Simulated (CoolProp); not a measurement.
A simple Rankine cycle with chloromethane (R40): condensing at 311.15 K, boiler at 2.09 MPa, turbine inlet 355.8 K, turbine efficiency 0.6, pump efficiency 0.8, no recuperator. Each further row changes one setting.

Model: reference Helmholtz-energy equation of state, Thol 2014, in CoolProp.

| case | thermal efficiency (%) | net work (kJ/kg) | heat in (kJ/kg) | turbine exit temperature (K) | volume ratio over the turbine |
|---|---|---|---|---|---|
| as stated | 6.0 | 22.2 | 372 | 311.2 | 2.42 |
| turbine inlet 375.8 K | 6.2 | 24.5 | 399 | 326.3 | 2.38 |
| condensing temperature 303.15 K | 7.1 | 27.3 | 385 | 303.1 | 2.98 |
| boiler pressure 1.46 MPa | 3.9 | 15.3 | 390 | 326.5 | 1.69 |
| turbine efficiency 0.5 | 4.9 | 18.2 | 372 | 311.2 | 2.45 |

The expansion ends wet for: as stated; condensing temperature 303.15 K; turbine efficiency 0.5.
